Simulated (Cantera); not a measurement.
A closed system holds: 1 mol PbO, 1.2 mol CO, 0.77 mol H2, equilibrated at 873.15 K and 0.133 bar.

Equilibrium computed with Cantera from the NASA thermochemical tables; the gas is ideal and each condensed phase is pure. Candidate condensed phases: C, C6H6, C7H8, C8H18, H2O, Pb, PbO, PbO2, Pb3O4; 113 gas species. The numbers say what is thermodynamically allowed, not how fast it happens.

Base state: CO2 0.368, H2 0.248, CO 0.242, H2O 0.142, CH4 0.000880 (mole fractions); condensed: Pb(l).

Task: What changes in the equilibrium state with this change: H2 from 0.77 to 19 mol?

Result: 
```
species       before    after
----------  --------  -------
H2             0.248    0.880
H2O            0.142   0.0592
CO             0.242   0.0390
CO2            0.368  0.00700
CH4         0.000880   0.0152
Pb(l), mol     1.000    1.000
```

Task: What changes in the equilibrium state with this change: pressure from 0.133 bar to 0.640 bar?

Result: 
```json
[
 {"species": "CO2", "before": "0.368", "after": "0.388"},
 {"species": "H2", "before": "0.248", "after": "0.227"},
 {"species": "CO", "before": "0.242", "after": "0.224"},
 {"species": "CH4", "before": "0.000880", "after": "0.0138"},
 {"species": "H2O", "before": "0.142", "after": "0.147"},
 {"species": "Pb(l), mol", "before": "1.000", "after": "1.000"}
]
```

Task: What changes in the equilibrium state with this change: temperature from 873.15 K to 848 K?

Result: 
```tsv
species	before	after
CO2	0.368	0.378
H2	0.248	0.254
CO	0.242	0.231
H2O	0.142	0.134
CH4	0.000880	0.00237
Pb(l), mol	1.000	1.000
```
